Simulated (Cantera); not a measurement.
# Adiabatic ignition

An adiabatic, constant-pressure homogeneous reactor starts with CH4 : O2 : N2 : H2O = 1 : 0.8 : 3.01 : 0.74 (molar parts), equivalence ratio 2.5, at 1525 K and 5480 Torr.

Cantera simulation using GRI-Mech 3.0 (53 species, 325 reactions); the numbers are that mechanism's predictions, not measurements.

```csv
t (s),T (K),x CH4,x O2,x H2O,x NO,x H,x H2
5.00e-6,1525,0.180,0.144,0.133,<1e-12,2.91e-8,3.15e-6
1.28e-5,1525,0.180,0.144,0.133,<1e-12,5.37e-8,1.23e-5
3.27e-5,1525,0.180,0.144,0.133,<1e-12,1.05e-7,5.84e-5
8.36e-5,1528,0.179,0.144,0.134,<1e-12,2.06e-7,0.000277
0.000214,1544,0.173,0.141,0.137,5.06e-12,8.48e-7,0.00188
0.000547,2246,0.00439,3.38e-7,0.217,6.07e-6,0.00117,0.180
0.00140,2215,0.00105,1.44e-7,0.183,1.93e-5,0.00107,0.221
0.00358,2208,1.06e-5,1.25e-7,0.179,3.08e-5,0.00104,0.226
0.00914,2208,5.59e-9,1.26e-7,0.179,2.66e-5,0.00105,0.226
0.0234,2208,5.54e-9,1.26e-7,0.179,1.82e-5,0.00105,0.226
0.0598,2208,5.51e-9,1.26e-7,0.179,1.11e-5,0.00105,0.226
0.153,2208,5.50e-9,1.26e-7,0.179,7.95e-6,0.00105,0.226
0.391,2209,5.50e-9,1.26e-7,0.179,7.53e-6,0.00105,0.226
1.00,2209,5.50e-9,1.26e-7,0.179,7.53e-6,0.00105,0.226
```
x: mole fraction; the columns are a selection and need not sum to one.

The time of steepest temperature rise comes out as 0.423 ms and the temperature at 1.00 s is 2209 K. The equilibrium temperature is 2209 K and the x(CH4) at 1.00 s comes out as 5.50e-9 (gas-phase equilibrium 6.24e-9). The x(O2) at 1.00 s is 1.26e-7 (gas-phase equilibrium 1.26e-7) and the x(H2O) at 1.00 s comes out as 0.179 (gas-phase equilibrium 0.179).
